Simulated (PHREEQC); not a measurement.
1.9 g of hydrous ferric oxide (600 m²/g; 0.2 weak and 0.005 strong sites per Fe, Dzombak-Morel constants, diffuse double layer) in 1 kg of water with 0.3 mol/kgw of an inert sodium salt and 1.9e-05 mol NaF, at 25 °C; the pH is set by adding NaOH or the inert anion's acid. Oxygen alone is held at its pressure in air (log pO2 = -0.68). CO2 from the air is kept out. No solid was allowed to form.

The numbers come from PHREEQC with the ion-association model, wateq4f.dat.

```
pH   F sorbed (%)  surface charge σ (C/m²)  surface potential ψ (mV)
---  ------------  -----------------------  ------------------------
3            82.8                    0.367                       125
3.5          87.4                    0.361                       125
4            88.5                        ?                         ?
5            84.8                    0.268                       110
5.5             ?                    0.210                         ?
6            68.5                        ?                        82
6.5          53.5                        ?                        65
7            35.8                    0.066                        46
8               ?                        ?                         5
8.5           4.3                   -0.021                       -17
9             1.9                   -0.051                       -38
```

### Question
Fill in the missing entries.

### Answer

- 4, surface charge σ (C/m²): 0.348
- 4, surface potential ψ (mV): 123
- 5.5, F sorbed (%): 78.8
- 5.5, surface potential ψ (mV): 97
- 6, surface charge σ (C/m²): 0.154
- 6.5, surface charge σ (C/m²): 0.105
- 8, F sorbed (%): 9.8
- 8, surface charge σ (C/m²): 0.006

Complexes and solids missing from the database can't appear. The oxide is taken as insoluble; below pH 4 it would dissolve.
